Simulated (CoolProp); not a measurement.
Vapour-liquid equilibrium of sulfur hexafluoride (1) + R113 (2) at 265.7 K; x and y are mole fractions of (1).

The numbers come from the multi-fluid Helmholtz-energy mixture model, Guder 2009 and Marx 1992; pair parameters Bell 2016 in CoolProp.

```json
[
 {"x": "0.05", "bubble pressure, mixture model (MPa)": "0.1130", "bubble pressure, Raoult's law (MPa)": "0.06049", "y, mixture model": "0.906", "y, Raoult's law": "0.837"},
 {"x": "0.2", "bubble pressure, mixture model (MPa)": "0.1975", "bubble pressure, Raoult's law (MPa)": "0.2109", "y, mixture model": "0.947", "y, Raoult's law": "0.961"},
 {"x": "0.35", "bubble pressure, mixture model (MPa)": "0.2402", "bubble pressure, Raoult's law (MPa)": "0.3613", "y, mixture model": "0.958", "y, Raoult's law": "0.981"},
 {"x": "0.5", "bubble pressure, mixture model (MPa)": "0.3216", "bubble pressure, Raoult's law (MPa)": "0.5117", "y, mixture model": "(withheld)", "y, Raoult's law": "0.990"},
 {"x": "0.65", "bubble pressure, mixture model (MPa)": "(withheld)", "bubble pressure, Raoult's law (MPa)": "0.6621", "y, mixture model": "0.988", "y, Raoult's law": "0.995"},
 {"x": "0.8", "bubble pressure, mixture model (MPa)": "0.6930", "bubble pressure, Raoult's law (MPa)": "0.8125", "y, mixture model": "(withheld)", "y, Raoult's law": "0.997"},
 {"x": "0.95", "bubble pressure, mixture model (MPa)": "0.9426", "bubble pressure, Raoult's law (MPa)": "0.9630", "y, mixture model": "1.000", "y, Raoult's law": "0.999"}
]
```

**Question.** Complete the blanks.

**Answer.** 
- 0.5, y, mixture model: 0.974
- 0.65, bubble pressure, mixture model (MPa): 0.4692
- 0.8, y, mixture model: 0.996

The largest gap from Raoult's law is +86.8 % in bubble pressure, at x = 0.05. No azeotrope shows between x = 0.05 and 0.95.

The pair parameters rest on a limited set of measurements; away from them the model extrapolates. The gap from Raoult's law changes sign with composition, which may be real or a fault of the pair parameters; it wasn't checked against measurements. With so large a gap from Raoult's law the liquid may split in two, which this calculation doesn't test in full.
